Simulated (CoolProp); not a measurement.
Saturation properties of R152A (Tc = 386.4 K, pc = 4.517 MPa, ω = 0.275).

Values from CoolProp's reference Helmholtz-energy equation of state, Outcalt 1996. It is a modified Benedict-Webb-Rubin equation, recast in Helmholtz form.

```tsv
T (K)	p (MPa)	liquid density (kg/m³)	surface tension (mN/m)	vapour viscosity (µPa s)
290.7	…	918.0	10.7	10.9
293.8	0.5232	910.4	10.3	…
297	0.5764	…	9.86	11.2
300.1	0.6316	894.5	9.45	11.3
303.2	0.6908	886.5	…	…
306.3	0.7541	878.3	8.63	11.6
309.5	0.8239	869.7	8.22	11.7
312.6	0.8960	861.2	7.82	11.9
315.7	0.9728	…	7.42	12.0
318.8	1.054	843.6	7.03	12.1
322	1.144	834.2	…	12.3
325.1	…	824.9	6.24	12.5
328.2	1.333	815.3	5.86	12.6
```

### Question
Some entries are withheld; supply them.

### Answer

- 290.7, p (MPa): 0.4754
- 293.8, vapour viscosity (µPa s): 11.0
- 297, liquid density (kg/m³): 902.4
- 303.2, surface tension (mN/m): 9.04
- 303.2, vapour viscosity (µPa s): 11.4
- 315.7, liquid density (kg/m³): 852.5
- 322, surface tension (mN/m): 6.63
- 325.1, p (MPa): 1.236

It boils at 249.1 K under 1 atm.

Viscosity comes from a separate model (Bell 2016), an estimate that may be off by 10 % or more. Surface tension comes from a separate correlation (Mulero 2012).
